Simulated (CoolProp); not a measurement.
Vapour-liquid equilibrium of R125 (1) + cyclopropane (2) at 314.1 K; x and y are mole fractions of (1).

Values from CoolProp's multi-fluid Helmholtz-energy mixture model, Lemmon 2005 and Polt 1992; pair parameters Bell 2016. This equation is an older, rougher fit; its heat capacities, sound speeds and derivatives of the liquid may be far off and weren't checked against measurements.

**Question.** Give the bubble pressure and the first vapour's composition at x = 0.05, 0.2, 0.5. Is there an azeotrope?

**Answer.** x = 0.05: 12.76 bar, y = 0.160; x = 0.2: 16.53 bar, y = 0.395; x = 0.5: 19.96 bar, y = 0.598. y crosses x between x = 0.8 and 0.95: the model has an azeotrope there.

Pair parameters are fitted to limited data, so mixtures are less certain than the pure fluids.
